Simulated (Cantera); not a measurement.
**H2O + O2 + H2 (abatement and gas-phase synthesis)**

A closed system holds: 1 mol H2O, 0.89 mol O2, 5.8 mol H2, equilibrated at 1875 K.

These are equilibrium values from Cantera (NASA tables, ideal gas, pure condensed phases), not measurements of a reactor. Candidate condensed phases: H2O; 9 gas species. The ideal-gas law is rough above about 30 bar. Equilibrium is a limit: real reactors are often held back by kinetics, nucleation or transport.

From 10.0 Pa to 3.00e7 Pa nothing is condensed.

```csv
P (Pa),log p H2,log p H2O,log p H,log p OH
10,-4.26,-4.40,-5.31,-6.57
84,-3.31,-3.47,-4.84,-6.10
710,-2.38,-2.54,-4.37,-5.64
6000,-1.45,-1.61,-3.91,-5.18
50000,-0.53,-0.69,-3.45,-4.72
420000,0.39,0.23,-2.99,-4.25
3600000,1.33,1.17,-2.52,-3.79
30000000,2.25,2.09,-2.06,-3.33
```
log p: log10 of the partial pressure in bar; nothing condenses.
